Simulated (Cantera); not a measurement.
Charge: 1 mol Mg(OH)₂, 5.4 mol CO₂, equilibrated at 25000 Pa.

Cantera equilibrium calculation (NASA polynomials, part measured and part estimated; ideal gas, pure solids and liquids). Candidate condensed phases: C, C₆H₆, C₇H₈, C₈H₁₈, H₂O, Mg, MgCO₃, MgO, Mg(OH)₂; 116 gas species. Equilibrium is a limit: real reactors are often held back by kinetics, nucleation or transport.

x: gas mole fraction; n: condensed amount in mol.

| T (°C) | x CO₂ | x H₂O | x CO | x O₂ | x OH | x H₂ | x O | n MgO(s) |
|---|---|---|---|---|---|---|---|---|
| 1252 | 0.843 | 0.156 | 0.000649 | 0.000338 | 3.43e-5 | 4.46e-5 | 2.08e-7 | 1.00 |
| 1327 | 0.842 | 0.156 | 0.00130 | 0.000670 | 7.43e-5 | 8.00e-5 | 7.51e-7 | 1.000 |
| 1402 | 0.840 | 0.156 | 0.00243 | 0.00125 | 0.000150 | 0.000136 | 2.41e-6 | 1.000 |
| 1477 | 0.837 | 0.156 | 0.00432 | 0.00220 | 0.000285 | 0.000221 | 7.01e-6 | 1.000 |
| 1552 | 0.833 | 0.155 | 0.00729 | 0.00368 | 0.000513 | 0.000346 | 1.87e-5 | 1.000 |
| 1627 | 0.827 | 0.154 | ? | ? | ? | ? | ? | 1.000 |
| 1702 | 0.817 | 0.153 | ? | ? | ? | ? | ? | 1.000 |
| 1777 | 0.804 | 0.152 | 0.0274 | 0.0136 | 0.00228 | 0.00108 | 0.000227 | 1.000 |
| 1852 | 0.786 | 0.149 | 0.0397 | 0.0196 | 0.00348 | 0.00150 | 0.000462 | 1.000 |
| 1927 | 0.762 | 0.147 | 0.0556 | 0.0272 | 0.00512 | 0.00203 | 0.000893 | 1.000 |

Some entries are withheld; supply them.


- 1702, x CO: 0.0183
- 1702, x O₂: 0.00914
- 1702, x OH: 0.00145
- 1702, x H₂: 0.000764
- 1702, x O: 0.000105
- 1627, x CO: 0.0118
- 1627, x O₂: 0.00592
- 1627, x OH: 0.000880
- 1627, x H₂: 0.000522
- 1627, x O: 4.59e-5
